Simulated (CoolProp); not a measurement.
Vapour-liquid equilibrium of propane (1) + R236EA (2) at 0.672 MPa; x and y are mole fractions of (1).

The numbers come from the multi-fluid Helmholtz-energy mixture model, Lemmon 2009 and Rui 2013; pair parameters Bell 2016 in CoolProp.

Q: Give the bubble temperature and the first vapour's composition at x = 0.35, 0.65, 0.95. Is there an azeotrope?

A: x = 0.35: 20.7 °C, y = 0.770; x = 0.65: 15.1 °C, y = 0.841; x = 0.95: 12.1 °C, y = 0.957. No azeotrope shows between x = 0.05 and 0.95.

Pair parameters are fitted to limited data, so mixtures are less certain than the pure fluids. With so large a gap from Raoult's law the liquid may split in two, which this calculation doesn't test in full.
